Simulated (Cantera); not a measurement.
Input (Python, Cantera):

```python
import numpy as np
import cantera as ct

gas = ct.Solution("gri30.yaml")
gas.TPX = 1100, 1333, {'H2': 0.013, 'O2': 1, 'N2': 0.51}
reactor = ct.IdealGasConstPressureReactor(gas, energy="off", clone=False)
net = ct.ReactorNet([reactor])
net.rtol, net.atol = 1e-08, 1e-18
show = ['H2', 'O2', 'N2O', 'NO2', 'H']
times = np.geomspace(4e-06, 3, 13)

steps = ct.SolutionArray(gas, extra=["t"])
rows = []
print(f"{'t/s':>10s}{'T/K':>9s}{'P/Pa':>11s}" + "".join(f"{s:>11s}" for s in show))
for t in times:
    while net.time < t:
        t_next = net.step()
        steps.append(gas.state, t=t_next)
    rows.append([np.interp(t, steps.t, y) for y in (steps.T, steps.P, *steps(*show).X.T)])
    print(f"{t:10.3e}{rows[-1][0]:9.1f}{rows[-1][1]:11.4g}" + "".join(f"{x:11.3e}" for x in rows[-1][2:]))
rate = np.gradient(steps.T, steps.t)
print("integrator steps:", len(steps.t))
if steps.T.max() > steps.T[0] + 200:
    print(f"time of steepest temperature rise: {steps.t[rate.argmax()]:.4e} s")
gas.TPX = 1100, 1333, {'H2': 0.013, 'O2': 1, 'N2': 0.51}
gas.equilibrate("TP")
print(f"equilibrium (TP): T = {gas.T:.1f} K  " + "  ".join(f"{s} {gas[s].X[0]:.3e}" for s in show))
```

Result:

```
       t/s      T/K       P/Pa         H2         O2        N2O        NO2          H
 4.000e-06   1100.0       1333  8.536e-03  6.566e-01  5.711e-20  2.858e-38  2.559e-12
 1.235e-05   1100.0       1333  8.536e-03  6.566e-01  1.766e-19  2.632e-36  7.592e-12
 3.813e-05   1100.0       1333  8.536e-03  6.566e-01  5.490e-19  2.507e-34  2.094e-11
 1.177e-04   1100.0       1333  8.536e-03  6.566e-01  1.741e-18  2.893e-32  4.857e-11
 3.634e-04   1100.0       1333  8.536e-03  6.566e-01  6.012e-18  3.453e-30  9.608e-11
 1.122e-03   1100.0       1333  8.536e-03  6.566e-01  2.829e-17  4.563e-28  2.933e-10
 3.464e-03   1100.0       1333  8.536e-03  6.566e-01  4.520e-16  1.331e-25  4.729e-09
 1.069e-02   1100.0       1333  8.372e-03  6.565e-01  1.541e-12  3.602e-18  1.787e-05
 3.302e-02   1100.0       1333  5.089e-05  6.500e-01  1.587e-09  4.981e-13  4.920e-04
 1.019e-01   1100.0       1333  2.794e-05  6.519e-01  4.653e-09  1.698e-12  2.294e-04
 3.147e-01   1100.0       1333  9.750e-06  6.540e-01  6.916e-09  4.104e-12  4.711e-05
 9.717e-01   1100.0       1333  1.826e-06  6.549e-01  8.122e-09  9.772e-12  3.917e-06
 3.000e+00   1100.0       1333  2.539e-07  6.551e-01  8.662e-09  1.917e-11  2.116e-07
integrator steps: 1231
equilibrium (TP): T = 1100.0 K  H2 1.217e-10  O2 6.551e-01  N2O 5.588e-10  NO2 5.729e-07  H 2.487e-12
```

Model: GRI-Mech 3.0 (53 species, 325 reactions), integrated in Cantera. Radical loss at walls, strong at low pressure, is not modelled.
